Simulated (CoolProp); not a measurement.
Vapour-liquid equilibrium of R114 (1) + benzene (2) at 284 K; x and y are mole fractions of (1).

The numbers come from the multi-fluid Helmholtz-energy mixture model, Platzer 1990 and Thol 2012; pair parameters Bell 2016 in CoolProp. This equation is an older, rougher fit; its heat capacities, sound speeds and derivatives of the liquid may be far off and weren't checked against measurements.

```csv
x,bubble pressure (MPa),y at the bubble point,dew pressure at overall composition x (MPa),liquid density (mol/L)
0.05,0.02838,0.784,0.006680,11.23
0.2,0.06650,0.916,0.007919,10.79
0.35,0.08368,0.939,0.009721,10.37
0.5,0.09376,0.950,0.01258,9.972
0.65,0.1027,0.960,0.01783,9.586
0.8,0.1133,0.973,0.03051,9.218
0.95,0.1271,0.992,0.09416,8.870
```

No azeotrope shows between x = 0.05 and 0.95.

Pair parameters are fitted to limited data, so mixtures are less certain than the pure fluids. With so large a gap from Raoult's law the liquid may split in two, which this calculation doesn't test in full.
